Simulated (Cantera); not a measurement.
**Low-pressure radical oxidation in H2/O2**

An isothermal, constant-pressure homogeneous reactor starts with H2 : O2 = 0.04 : 0.14 (molar parts), equivalence ratio 0.14, at 1100 K and 15.0 Torr.

Computed with Cantera and the H2/O2 subset of GRI-Mech 3.0, which has no nitrogen chemistry. Radical loss at walls, strong at low pressure, is not modelled. The temperature is held fixed by assumption; the heat of reaction is taken as removed at once.

```tsv
t (s)	x H2	x O2	x H2O	x H2O2	x HO2	x H
3.00e-5	0.222	0.778	1.22e-10	<1e-12	9.07e-10	8.44e-10
6.63e-5	0.222	0.778	9.77e-10	<1e-12	2.01e-9	2.18e-9
0.000147	0.222	0.778	9.08e-9	3.42e-12	4.49e-9	9.04e-9
0.000324	0.222	0.778	1.90e-7	1.74e-11	1.11e-8	1.30e-7
0.000717	0.222	0.778	6.04e-5	3.85e-10	4.33e-7	3.92e-5
0.00158	0.0274	0.681	0.150	6.89e-7	1.65e-5	0.0836
0.00350	0.00793	0.703	0.206	6.13e-7	1.92e-5	0.0396
0.00775	0.00276	0.736	0.239	8.15e-7	1.85e-5	0.00694
0.0171	0.000498	0.747	0.248	7.06e-7	1.10e-5	0.000476
0.0379	7.96e-5	0.749	0.250	4.01e-7	3.92e-6	3.05e-5
0.0837	1.54e-5	0.750	0.250	1.91e-7	1.14e-6	2.84e-6
0.185	3.78e-6	0.750	0.250	8.96e-8	3.51e-7	3.87e-7
0.409	1.14e-6	0.750	0.250	4.24e-8	1.21e-7	6.98e-8
0.905	3.92e-7	0.750	0.250	2.02e-8	4.61e-8	1.51e-8
2.00	1.48e-7	0.750	0.250	9.56e-9	1.91e-8	3.65e-9
```
x: mole fraction; the columns are a selection and need not sum to one.

Equilibrium at this temperature and pressure: H2 2.71e-9, O2 0.750, H2O 0.250, H2O2 2.77e-10, HO2 6.16e-9, H 9.58e-12 (gas phase only).
